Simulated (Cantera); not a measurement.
A closed system holds: 1 mol SO2, 1 mol H2, at 948.15 K and 0.133 bar.

Cantera equilibrium calculation (NASA polynomials, part measured and part estimated; ideal gas, pure solids and liquids). Candidate condensed phases: H2O, H2SO4, S; 19 gas species. Gases not in the tables: S3 to S7. The numbers say what is thermodynamically allowed, not how fast it happens.

Base state: H2O 0.527, SO2 0.313, S2 0.104, H2S 0.0496, S2O 0.00371, H2 0.00172, SO 1.56e-5 (mole fractions); condensed: gas only.

Task: What changes in the equilibrium state with this change: SO2 replaced by PH3?

Result: 
```
species   before     after
-------  -------  --------
H2       0.00172     0.907
P4             0    0.0886
P2             0   0.00424
H2O        0.527         0
SO2        0.313         0
S2         0.104         0
H2S       0.0496         0
S2O      0.00371         0
PH3            0  0.000154
```
Further candidate phases: P.

Task: What changes in the equilibrium state with this change: H2 from 1 to 6.3 mol?

Result: 
```json
[
 {"species": "H2", "before": "0.00172", "after": "0.524"},
 {"species": "H2O", "before": "0.527", "after": "0.317"},
 {"species": "H2S", "before": "0.0496", "after": "0.159"},
 {"species": "SO2", "before": "0.313", "after": "1.28e-8"},
 {"species": "S2", "before": "0.104", "after": "1.15e-5"},
 {"species": "S2O", "before": "0.00371", "after": "<1e-9"},
 {"species": "SO", "before": "1.56e-5", "after": "<1e-9"}
]
```
